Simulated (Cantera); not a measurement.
Equilibrium for roasting and sulfation: MgCO₃ + H₂S + CO₂

Feed: 1 mol MgCO₃, 3.6 mol H₂S, 0.5 mol CO₂, held at 0.0100 bar.

Cantera equilibrium calculation (NASA polynomials, part measured and part estimated; ideal gas, pure solids and liquids). Candidate condensed phases: C, C₆H₆, C₇H₈, C₈H₁₈, H₂O, H₂SO₄, Mg, MgCO₃, MgO, Mg(OH)₂, MgS, MgSO₄, S; 130 gas species. Gases not in the tables: S₃ to S₇. Equilibrium is a limit: real reactors are often held back by kinetics, nucleation or transport.

From 800 K to 1350 K the condensed part is MgO(s).

| T (K) | x H₂S | x H₂ | x CO₂ | x S₂ | x CO | x H₂O | x COS | n MgO(s) |
|---|---|---|---|---|---|---|---|---|
| 800 | 0.621 | 0.0207 | 0.239 | 0.0224 | 0.0241 | 0.0488 | 0.0237 | 1.00 |
| 850 | 0.584 | 0.0336 | 0.222 | 0.0364 | 0.0392 | 0.0623 | 0.0220 | 1.00 |
| 900 | 0.538 | 0.0513 | 0.201 | 0.0544 | 0.0576 | 0.0777 | 0.0193 | 1.00 |
| 950 | 0.485 | 0.0736 | 0.178 | 0.0755 | 0.0775 | 0.0943 | 0.0162 | 1.00 |
| 1000 | 0.426 | 0.0999 | 0.155 | 0.0984 | 0.0972 | 0.111 | 0.0131 | 1.00 |
| 1050 | 0.365 | 0.129 | 0.132 | 0.122 | 0.115 | 0.126 | 0.0103 | 1.00 |
| 1100 | 0.306 | 0.159 | 0.113 | 0.144 | 0.131 | 0.139 | 0.00797 | 1.00 |
| 1150 | 0.252 | 0.188 | 0.0959 | 0.165 | 0.143 | 0.149 | 0.00610 | 1.00 |
| 1200 | 0.204 | 0.214 | 0.0820 | 0.183 | 0.153 | 0.157 | 0.00466 | 1.00 |
| 1250 | 0.164 | 0.237 | 0.0709 | 0.198 | 0.161 | 0.164 | 0.00356 | 1.00 |
| 1300 | 0.131 | 0.257 | 0.0620 | 0.210 | 0.167 | 0.168 | 0.00274 | 1.00 |
| 1350 | 0.104 | 0.273 | 0.0549 | 0.220 | 0.172 | 0.171 | 0.00213 | 1.00 |
x: gas mole fraction; n: condensed amount in mol.
